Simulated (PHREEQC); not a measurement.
Spent oxide etchant (model solution)

A solution holds 0.0028 mol/kgw HF, 0.052 mol/kgw (NH4)2SiF6 and 0.0007 mol/kgw H3AsO4, at 25 °C. Closed to the air; pH follows from the charge balance.

Computed with PHREEQC (ion-association model, wateq4f.dat).

Each row changes one thing in this solution. This is a speciation only: nothing precipitates in the calculation.

```
case                                       pH  ionic strength (mol/kgw)  HF (mol/kgw)  F- (mol/kgw)  H2AsO4- (mol/kgw)  H4SiO4 (mol/kgw)  SI of Chalcedony (SiO2)
---------------------------------------  ----  ------------------------  ------------  ------------  -----------------  ----------------  -----------------------
as made                                  2.84                     0.158       0.00290       0.00189           0.000578          0.000347                    +0.11
(NH4)2SiF6 from 0.052 to 0.0052 mol/kgw  2.85                    0.0170       0.00249       0.00136           0.000562          0.000184                    -0.18
temperature from 25 to 30 °C             2.85                     0.157       0.00326       0.00201           0.000576                 ?                    +0.15
H3AsO4 from 0.0007 to 0.0014 mol/kgw     2.76                     0.158       0.00307       0.00169            0.00112          0.000343                    +0.10
HF replaced by NaF at the same molality  3.31                     0.159       0.00191       0.00369           0.000653          0.000480                    +0.25
HF left out                              2.99                     0.157       0.00226       0.00211           0.000609          0.000741                    +0.44
diluted 100-fold with water              3.28                   0.00174             ?       0.00127            6.37e-6          0.000366                    +0.12
(NH4)2SiF6 from 0.052 to 0.0104 mol/kgw  2.85                    0.0326       0.00262       0.00149           0.000567          0.000230                    -0.08
```

**Question.** Some entries are withheld; supply them.

**Answer.** 
- temperature from 25 to 30 °C, H4SiO4 (mol/kgw): 0.000429
- diluted 100-fold with water, HF (mol/kgw): 0.000945

Some of these states are supersaturated (in Quartz (slow to form), Chalcedony (slow to form), for instance). SiF6-2 is the database's only silicon fluoride.
